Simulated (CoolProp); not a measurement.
Vapour-liquid equilibrium of carbon dioxide (1) + carbonyl sulfide (2) at 0.554 MPa; x and y are mole fractions of (1).

Model: multi-fluid Helmholtz-energy mixture model, Span 1996 and Lemmon 2006; pair parameters Bell 2016, in CoolProp.

Give the bubble temperature and the first vapour's composition at x = 0.05, 0.125, 0.5. Is there an azeotrope?

x = 0.05: 257.3 K, y = 0.303; x = 0.125: 246.6 K, y = 0.544; x = 0.5: 227.1 K, y = 0.852. No azeotrope shows between x = 0.05 and 0.95.

Pair parameters are fitted to limited data, so mixtures are less certain than the pure fluids.
